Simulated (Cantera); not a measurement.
A closed system holds: 1 mol C2H5OH, 0.13 mol NH3, 3.6 mol N2, held at 10.0 Torr.

Equilibrium computed with Cantera from the NASA thermochemical tables; the gas is ideal and each condensed phase is pure. Candidate condensed phases: C, C6H6, C7H8, C8H18, H2O; 136 gas species. Kinetics and transport are ignored.

What share of the C ends up in condensed phases as a function of T (K), at 525, 725, 925, 1125, 1325, 1525, 1725, 1925, 2125, 2325, 2525?


| T (K) | C condensed (%) | as |
|---|---|---|
| 525 | 53.3 | C(graphite) |
| 725 | 71.2 | C(graphite) |
| 925 | 50.4 | C(graphite) |
| 1125 | 50.0 | C(graphite) |
| 1325 | 50.0 | C(graphite) |
| 1525 | 49.8 | C(graphite) |
| 1725 | 49.2 | C(graphite) |
| 1925 | 47.9 | C(graphite) |
| 2125 | 45.3 | C(graphite) |
| 2325 | 40.7 | C(graphite) |
| 2525 | 34.0 | C(graphite) |
